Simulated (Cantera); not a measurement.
Feed: 1 mol Si₃H₈, 260 mol N₂, 0.00026 mol O₂, equilibrated at 315 Torr.

Method: chemical equilibrium by Gibbs-energy minimisation in Cantera with the NASA 1993 tables (ideal gas, pure condensed phases). Candidate condensed phases: H₂O, Si, SiO₂, Si₂N₂O, Si₃N₄; 35 gas species. The feed counts by its element totals alone. N₂ is the only nitrogen source here; it is nearly inert below about 1500 K, so the nitride shown seldom forms there in practice. Mutual solubility and eutectic melting of coexisting phases are not modelled. Equilibrium is a limit: real reactors are often held back by kinetics, nucleation or transport.

Question: Which condensed phases are stable at each of these points (T (°C)): 700, 800, 900, 1000, 1100, 1200, 1300, 1400, 1500?

Answer: 
```json
[
 {"T (°C)": "700", "condensed phases": "Si₂N₂O(s) + Si₃N₄(s)", "Si condensed (%)": "100.0"},
 {"T (°C)": "800", "condensed phases": "Si₂N₂O(s) + Si₃N₄(s)", "Si condensed (%)": "100.0"},
 {"T (°C)": "900", "condensed phases": "Si₂N₂O(s) + Si₃N₄(s)", "Si condensed (%)": "100.0"},
 {"T (°C)": "1000", "condensed phases": "Si₂N₂O(s) + Si₃N₄(s)", "Si condensed (%)": "100.0"},
 {"T (°C)": "1100", "condensed phases": "Si₂N₂O(s) + Si₃N₄(s)", "Si condensed (%)": "100.0"},
 {"T (°C)": "1200", "condensed phases": "Si₂N₂O(s) + Si₃N₄(s)", "Si condensed (%)": "100.0"},
 {"T (°C)": "1300", "condensed phases": "Si₂N₂O(s) + Si₃N₄(s)", "Si condensed (%)": "100.0"},
 {"T (°C)": "1400", "condensed phases": "Si₃N₄(s)", "Si condensed (%)": "100.0"},
 {"T (°C)": "1500", "condensed phases": "Si₃N₄(s)", "Si condensed (%)": "100.0"}
]
```

From 700 °C to 1300 °C the condensed part is Si₂N₂O(s) + Si₃N₄(s). From 1400 °C to 1500 °C the condensed part is Si₃N₄(s).
